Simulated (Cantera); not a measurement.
**Oxide etching and cleaning by halides: MgO + F2 + O2**

Input: 1 mol MgO, 19 mol F2, 0.59 mol O2, held at 10000 Pa.

Cantera equilibrium calculation (NASA polynomials, part measured and part estimated; ideal gas, pure solids and liquids). Candidate condensed phases: Mg, MgF2, MgO; 14 gas species. Kinetics and transport are ignored.

| T (K) | log p F | log p O2 | log p F2 | log p MgF2 | log p FO | n MgF2(s) | n MgF2(l) |
|---|---|---|---|---|---|---|---|
| 1423 | -1.02 | -2.52 | -2.61 | -4.96 | -5.86 | 0.996 | 0 |
| 1448 | -1.02 | -2.52 | -2.71 | -4.72 | -5.85 | 0.993 | 0 |
| 1473 | -1.02 | -2.53 | -2.81 | -4.49 | -5.83 | 0.988 | 0 |
| 1498 | -1.02 | -2.53 | -2.90 | -4.28 | -5.81 | 0.981 | 0 |
| 1523 | -1.02 | -2.53 | -3.00 | -4.06 | -5.80 | 0.968 | 0 |
| 1548 | -1.02 | -2.53 | -3.09 | -3.87 | -5.78 | 0 | 0.951 |
| 1573 | -1.02 | -2.53 | -3.18 | -3.71 | -5.77 | 0 | 0.928 |
| 1598 | -1.02 | -2.53 | -3.26 | -3.55 | -5.76 | 0 | 0.895 |
| 1623 | -1.02 | -2.53 | -3.35 | -3.39 | -5.74 | 0 | 0.849 |
log p: log10 of the partial pressure in bar; n: condensed amount in mol.

From 1423 K to 1523 K the condensed part is MgF2(s). From 1548 K to 1623 K the condensed part is MgF2(l). The main Mg-bearing gas is MgF2 throughout. The share of Mg in condensed phases is highest at 1423 K (99.6 %) and lowest at 1623 K (84.9 %).
